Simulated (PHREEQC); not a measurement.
Solution (25 °C): 170 mmol/kgw H3PO4 and 11 mmol/kgw NH3. Closed to the air; pH follows from the charge balance.

The numbers come from PHREEQC with the ion-association model, phreeqc.dat.

Precipitation was switched off in this run.

Q: Estimate the pH, specific conductance, ionic strength.

A: pH 1.59; specific conductance 11100 µS/cm; ionic strength 0.0409 mol/kgw.

Q: In which forms is P present?

A: H3PO4 76 %, H2PO4- 24 % of the P.
